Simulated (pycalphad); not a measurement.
An equivalent pycalphad script:

```python
from pycalphad import Database, equilibrium, calculate, variables as v
import numpy as np
db = Database('COST507.tdb')
comps = ['MG', 'SI', 'AL', 'VA']
phases = ['ALMG_BETA', 'ALMG_EPS', 'ALMG_GAMMA', 'DIAMOND_A4', 'FCC_A1', 'HCP_A3', 'LIQUID', 'MG2SI']
eq = equilibrium(db, comps, phases, {v.X('SI'): 0.01, v.X('AL'): 0.722, v.T: np.arange(1650, 349, -50), v.P: 101325, v.N: 1}, output=['HM', 'SM'])
```

Computed with pycalphad from the COST 507 light-alloy database (1999), at 1 atm. No gas phase is included, though pure Mg would boil below 1650 K. The database dates from 1999; later assessments differ in places, in temperatures and in the compounds included. Phase fractions are per mole of atoms. Diffusion is slow at the low end, where real alloys seldom reach equilibrium.

Results at three of the temperatures:

```
T = 1000.00 K, P = 101325 Pa, N = 1 mol of atoms
G = -49737 J/mol, H = 28363 J/mol, S = 78.10 J/(mol K)  (SER reference)
chemical potentials (J/mol): Mg -60500, Si -71932, Al -45434
phase             fraction      x(Mg)      x(Si)      x(Al)
LIQUID              1.0000     0.2680     0.0100     0.7220
```

```
T = 650.00 K, P = 101325 Pa, N = 1 mol of atoms
G = -25769 J/mol, H = 8622 J/mol, S = 52.91 J/(mol K)  (SER reference)
chemical potentials (J/mol): Mg -32108, Si -61107, Al -22926
phase             fraction      x(Mg)      x(Si)      x(Al)
ALMG_BETA           0.4958     0.3886       none     0.6114
FCC_A1              0.4742     0.1166   5.04e-07     0.8834
MG2SI               0.0300     0.6667     0.3333       none
```

```
T = 350.00 K, P = 101325 Pa, N = 1 mol of atoms
G = -12366 J/mol, H = -10 J/mol, S = 35.30 J/(mol K)  (SER reference)
chemical potentials (J/mol): Mg -16917, Si -58313, Al -10040
phase             fraction      x(Mg)      x(Si)      x(Al)
ALMG_BETA           0.6286     0.3886       none     0.6114
FCC_A1              0.3414     0.0109   1.95e-14     0.9891
MG2SI               0.0300     0.6667     0.3333       none
```

Changes of the phase set, refined by bisection:

```tsv
T (K)	phases above	phases below
856.0	liquid	liquid + MG2SI
796.1	liquid + MG2SI	fcc + liquid + MG2SI
723.2	fcc + liquid + MG2SI	ALMG_BETA + fcc + MG2SI
```

Database names, with the compositions (at.%) that they take in these runs: MG2SI: Mg 67 Si 33; ALMG_BETA: Al 61 Mg 39. FCC_A1 is fcc. An entry "none" or "no" means that the model of the phase leaves that element out.
